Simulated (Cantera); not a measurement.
**Hydrocarbon pyrolysis for carbon deposition**

An isothermal, constant-pressure homogeneous reactor starts with 2.56 % CH4, 97.4 % N2, at 1573 K and 0.443 Torr.

Detailed kinetics in Cantera: GRI-Mech 3.0 (53 species, 325 reactions). GRI-Mech 3.0 stops at C3 and has no aromatics, soot or wall deposition, so with more carbon than oxygen in the feed, carbon stays in small species such as C2H2 where larger ones or solid carbon would form. Radical loss at walls, strong at low pressure, is not modelled.

```
t (s)      x CH4     x C2H    x C2H2      x H     x HCN
--------  ------  --------  --------  -------  --------
9.00e-5   0.0256    <1e-12    <1e-12  1.86e-9    <1e-12
0.000419  0.0256    <1e-12    <1e-12  8.19e-9    <1e-12
0.00195   0.0256    <1e-12    <1e-12  2.95e-8    <1e-12
0.00911   0.0256    <1e-12    <1e-12  5.63e-8    <1e-12
0.0424    0.0256    <1e-12    <1e-12  5.86e-8    <1e-12
0.198     0.0256    <1e-12  8.83e-11  5.94e-8    <1e-12
0.921     0.0256    <1e-12   4.29e-8  7.80e-8    <1e-12
4.29      0.0253  9.76e-11   1.93e-5  5.46e-7  9.19e-11
20.0      0.0172   1.12e-8   0.00323  1.36e-5   7.00e-8
```
x: mole fraction; the columns are a selection and need not sum to one.

Equilibrium at this temperature and pressure: CH4 7.17e-8, C2H 4.47e-8, C2H2 0.00177, H 0.000326, HCN 0.0214 (gas phase only).
